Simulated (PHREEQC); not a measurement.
**Metal-bearing waste water**

Make-up at 37 °C: 6.2 mmol/kgw Pb(NO3)2. Closed to the air; pH follows from the charge balance.

All values are PHREEQC results (ion-association model, wateq4f.dat), not measurements.

Each row changes one thing in this solution. Precipitation was switched off in this run.

```
case                                                  pH  ionic strength (mol/kgw)
--------------------------------------------------  ----  ------------------------
as made                                             5.05                    0.0175
diluted 10-fold with water                          5.50                   0.00184
diluted 100-fold with water                         5.97                  0.000185
Pb(NO3)2 from 0.0062 to 0.00558 mol/kgw             5.07                    0.0158
temperature from 37 to 30 °C                        5.05                    0.0174
diluted 5-fold with water                           5.36                   0.00365
Pb(NO3)2 replaced by Al(NO3)3 at the same molality  3.60                    0.0366
Pb(NO3)2 replaced by Mn(NO3)2 at the same molality  6.28                    0.0186
9.1e-05 mol/kgw CsCl added                          5.05                    0.0175
```

Some of these states are supersaturated (in Gibbsite (slow to form), Boehmite (slow to form), for instance). Away from 25 °C the constants follow the database's enthalpies or fits; those with neither stay at their 25 °C values.
